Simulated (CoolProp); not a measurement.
Vapour-liquid equilibrium of R113 (1) + acetone (2) at 0.0608 MPa; x and y are mole fractions of (1).

The numbers come from the multi-fluid Helmholtz-energy mixture model, Marx 1992 and Lemmon 2006; pair parameters Bell 2016 in CoolProp.

```json
[
 {"x": "0.05", "bubble temperature (°C)": "39.1", "y at the bubble point": "0.142", "dew temperature at overall composition x (°C)": "40.9", "liquid density (mol/L)": "12.85"},
 {"x": "0.125", "bubble temperature (°C)": "36.0", "y at the bubble point": "0.288", "dew temperature at overall composition x (°C)": "39.4", "liquid density (mol/L)": "12.35"},
 {"x": "0.2", "bubble temperature (°C)": "33.9", "y at the bubble point": "0.386", "dew temperature at overall composition x (°C)": "37.9", "liquid density (mol/L)": "(withheld)"},
 {"x": "0.275", "bubble temperature (°C)": "32.5", "y at the bubble point": "0.456", "dew temperature at overall composition x (°C)": "36.3", "liquid density (mol/L)": "11.43"},
 {"x": "0.35", "bubble temperature (°C)": "31.5", "y at the bubble point": "0.510", "dew temperature at overall composition x (°C)": "34.7", "liquid density (mol/L)": "11.00"},
 {"x": "0.425", "bubble temperature (°C)": "30.8", "y at the bubble point": "0.554", "dew temperature at overall composition x (°C)": "33.1", "liquid density (mol/L)": "10.60"},
 {"x": "0.5", "bubble temperature (°C)": "30.3", "y at the bubble point": "0.592", "dew temperature at overall composition x (°C)": "31.7", "liquid density (mol/L)": "10.23"},
 {"x": "0.575", "bubble temperature (°C)": "30.0", "y at the bubble point": "0.628", "dew temperature at overall composition x (°C)": "30.5", "liquid density (mol/L)": "9.876"},
 {"x": "0.65", "bubble temperature (°C)": "29.9", "y at the bubble point": "0.665", "dew temperature at overall composition x (°C)": "29.9", "liquid density (mol/L)": "9.546"},
 {"x": "0.725", "bubble temperature (°C)": "29.9", "y at the bubble point": "0.706", "dew temperature at overall composition x (°C)": "30.0", "liquid density (mol/L)": "9.238"},
 {"x": "0.8", "bubble temperature (°C)": "30.2", "y at the bubble point": "0.755", "dew temperature at overall composition x (°C)": "30.5", "liquid density (mol/L)": "(withheld)"},
 {"x": "0.875", "bubble temperature (°C)": "30.7", "y at the bubble point": "0.821", "dew temperature at overall composition x (°C)": "31.3", "liquid density (mol/L)": "8.673"},
 {"x": "0.95", "bubble temperature (°C)": "(withheld)", "y at the bubble point": "0.913", "dew temperature at overall composition x (°C)": "32.3", "liquid density (mol/L)": "8.410"}
]
```

**Question.** Fill in the missing entries.

**Answer.** 
- 0.2, liquid density (mol/L): 11.88
- 0.8, liquid density (mol/L): 8.948
- 0.95, bubble temperature (°C): 31.8

y crosses x between x = 0.65 and 0.725: the model has an azeotrope there.

The pair parameters rest on a limited set of measurements; away from them the model extrapolates.
